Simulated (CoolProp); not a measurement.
Vapour-liquid equilibrium of dimethyl ether (1) + chloromethane (R40) (2) at 2.08 MPa; x and y are mole fractions of (1).

Values from CoolProp's multi-fluid Helmholtz-energy mixture model, Wu 2011 and Thol 2014; pair parameters Bell 2016.

| x | bubble temperature (K) | y at the bubble point | dew temperature at overall composition x (K) | liquid density (mol/L) |
|---|---|---|---|---|
| 0.05 | 350.8 | 0.046 | 350.8 | 15.47 |
| 0.15 | 351.3 | 0.141 | 351.4 | 15.08 |
| 0.25 | 351.8 | 0.241 | 351.8 | 14.71 |
| 0.35 | 352.1 | 0.344 | 352.1 | 14.34 |
| 0.45 | 352.2 | 0.449 | 352.2 | 13.99 |
| 0.55 | 352.1 | 0.555 | 352.1 | 13.65 |
| 0.65 | 351.9 | 0.660 | 351.9 | 13.32 |
| 0.75 | 351.5 | 0.762 | 351.6 | 13.00 |
| 0.85 | 350.9 | 0.861 | 351.0 | 12.69 |
| 0.95 | 350.2 | 0.955 | 350.2 | 12.39 |

y crosses x between x = 0.45 and 0.55: the model has an azeotrope there.

The pair parameters rest on a limited set of measurements; away from them the model extrapolates.
